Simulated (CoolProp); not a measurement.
Toluene along the isotherm 332.65 °C: density (kg/m³) from the reference equation and from simpler models built on Tc = 318.6 °C, pc = 41.26 bar, ω = 0.266; each cubic takes its own stable root.

The numbers come from the reference Helmholtz-energy equation of state, Lemmon 2006 in CoolProp. It is a short technical equation, of lower accuracy than the large ones.

| p (bar) | phase | reference |
|---|---|---|
| 13.8 | gas | 28.76 |
| 27.5 | gas | 68.82 |
| 41.3 | supercritical | 144.7 |
| 55 | supercritical | 409.3 |
| 68.8 | supercritical | 465.5 |
| 82.5 | supercritical | 493.1 |
| 96.3 | supercritical | 512.5 |
| 110 | supercritical | 527.4 |
| 124 | supercritical | 539.9 |
| 138 | supercritical | 550.7 |
| 151 | supercritical | 559.4 |
| 165 | supercritical | 567.8 |
| 179 | supercritical | 575.5 |
| 193 | supercritical | 582.4 |
| 206 | supercritical | 588.4 |

### Question
How far does each simpler model (ideal gas, van der Waals, Soave-Redlich-Kwong, Peng-Robinson) lie from the reference over these 15 states: mean and median of the absolute difference, and the worst?

### Answer
- ideal gas: mean 50.7 %, median 50.6 %, worst -75.4 % at 332.65 °C and 55 bar
- van der Waals: mean 23.9 %, median 28.6 %, worst -29.4 % at 332.65 °C and 82.5 bar
- Soave-Redlich-Kwong: mean 11.6 %, median 11.7 %, worst -21.5 % at 332.65 °C and 55 bar
- Peng-Robinson: mean 3.7 %, median 1.9 %, worst -14.4 % at 332.65 °C and 55 bar
